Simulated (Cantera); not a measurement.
A counterflow diffusion flame at 1.00 bar, nozzles 20 mm apart: fuel side 90.1 % CH₄, 9.91 % H₂ at 325 K, oxidiser side 19.0 % O₂, 81.0 % N₂ at 400 K, fuel mass flux 0.82 times the oxidiser's; mixture-averaged transport, no radiation.

Computed with Cantera and GRI-Mech 3.0 (53 species, 325 reactions). GRI-Mech 3.0 has no aromatics or soot, which form on the fuel side of real flames. The maximum strain rate includes the flame's own expansion and is several times the mean. A flux with no burning solution from the previous one only brackets extinction.

x: mole fraction; the columns are a selection and need not sum to one.

| oxidiser flux (kg/m²/s) | max strain (1/s) | mean strain (1/s) | T max (K) | peak x OH | peak x H | peak x NO | peak x CO | peak x C₂H₂ |
|---|---|---|---|---|---|---|---|---|
| 0.6 | 388 | 80.0 | 1971 | 0.00598 | 0.00400 | [?] | 0.0397 | 0.00729 |
| 0.81 | 511 | 108 | 1955 | 0.00586 | 0.00413 | [?] | 0.0399 | 0.00680 |
| 1.1 | 668 | 147 | 1934 | 0.00562 | 0.00419 | [?] | 0.0401 | 0.00611 |
| 1.5 | 878 | 200 | 1911 | 0.00532 | 0.00420 | [?] | 0.0407 | 0.00537 |
| 2 | 1120 | 267 | 1880 | 0.00488 | 0.00408 | [?] | 0.0414 | 0.00446 |
| 2.6 | 1390 | 347 | 1839 | 0.00426 | 0.00375 | [?] | 0.0420 | 0.00335 |

What belongs in the gaps?


- 0.6, peak x NO: 0.000132
- 0.81, peak x NO: 0.000112
- 1.1, peak x NO: 9.00e-5
- 1.5, peak x NO: 6.82e-5
- 2, peak x NO: 4.74e-5
- 2.6, peak x NO: 2.84e-5
